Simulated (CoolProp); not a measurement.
Saturation properties of hexamethyldisiloxane (MM).

The numbers come from the reference Helmholtz-energy equation of state, Thol 2016 in CoolProp.

| T (°C) | p (bar) | liquid density (kg/m³) | enthalpy of vaporisation (kJ/kg) | liquid cp (kJ/(kg K)) |
|---|---|---|---|---|
| 28.15 | 0.06528 | 756.2 | 227.4 | 1.908 |
| 41.35 | 0.1211 | 742.1 | 221.4 | 1.943 |
| 54.45 | 0.2105 | 727.8 | 215.4 | 1.979 |
| 67.65 | 0.3485 | 713.2 | 209.2 | 2.017 |
| 80.75 | 0.5491 | 698.2 | 202.8 | 2.055 |
| 93.95 | 0.8342 | 682.8 | (withheld) | 2.095 |
| 107.15 | 1.224 | 666.7 | 189.2 | 2.136 |
| 120.25 | (withheld) | 650.2 | 181.9 | 2.179 |
| 133.45 | 2.406 | 632.8 | 174.1 | 2.224 |
| 146.65 | 3.257 | (withheld) | 165.7 | 2.273 |
| 159.75 | 4.309 | 595.0 | 156.8 | (withheld) |
| 172.95 | 5.612 | 573.9 | (withheld) | 2.386 |
| 186.05 | 7.183 | 550.9 | 135.8 | (withheld) |

Complete the blanks.


- 93.95, enthalpy of vaporisation (kJ/kg): 196.1
- 120.25, p (bar): 1.737
- 146.65, liquid density (kg/m³): 614.4
- 159.75, liquid cp (kJ/(kg K)): 2.325
- 172.95, enthalpy of vaporisation (kJ/kg): 146.8
- 186.05, liquid cp (kJ/(kg K)): 2.459

It boils at 100.5 °C under 1 atm.
